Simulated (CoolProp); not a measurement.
Vapour-liquid equilibrium of carbonyl sulfide (1) + propane (2) at 0.0472 MPa; x and y are mole fractions of (1).

Model: multi-fluid Helmholtz-energy mixture model, Lemmon 2006 and Lemmon 2009; pair parameters Bell 2016, in CoolProp.

| x | bubble temperature, mixture model (K) | bubble temperature, Raoult's law (K) | y, mixture model | y, Raoult's law |
|---|---|---|---|---|
| 0.05 | 214.4 | 214.6 | 0.082 | 0.072 |
| 0.2 | 212.8 | 213.4 | 0.280 | 0.269 |
| 0.35 | 211.6 | 212.2 | 0.440 | 0.442 |
| 0.5 | 210.6 | 211.0 | 0.583 | 0.596 |
| 0.65 | 209.8 | 210.0 | 0.719 | 0.733 |
| 0.8 | 208.9 | 209.0 | 0.847 | 0.855 |
| 0.95 | 208.1 | 208.1 | 0.964 | 0.966 |

The largest gap from Raoult's law is -0.6 K in bubble temperature, at x = 0.2. No azeotrope shows between x = 0.05 and 0.95.

The pair parameters rest on a limited set of measurements; away from them the model extrapolates.
